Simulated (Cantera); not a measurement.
Charge: 1 mol Al(CH3)3, 3.2 mol N2O, 3.3 mol H2, held at 773.15 K and 63.0 Torr.

These are equilibrium values from Cantera (NASA tables, ideal gas, pure condensed phases), not measurements of a reactor. Candidate condensed phases: Al, AlN, Al2O3, C, C6H6, C7H8, C8H18, H2O; 148 gas species. The feed counts by its element totals alone. Equilibrium is a limit: real reactors are often held back by kinetics, nucleation or transport.

Base state: H2 0.531, N2 0.289, H2O 0.0721, CH4 0.0501, CO 0.0340, CO2 0.0236, NH3 6.91e-5 (mole fractions); condensed: Al2O3(s) + C(graphite).

Problem. What changes in the equilibrium state with this change: N2O from 3.2 to 1.6 mol?

Solution. 
```csv
species,before,after
H2,0.531,0.713
N2,0.289,0.185
CH4,0.0501,0.0903
H2O,0.0721,0.00830
CO2,0.0236,0.000174
CO,0.0340,0.00292
NH3,6.91e-5,8.61e-5
"Al2O3(s), mol",0.500,0.500
"C(graphite), mol",1.81,2.19
```
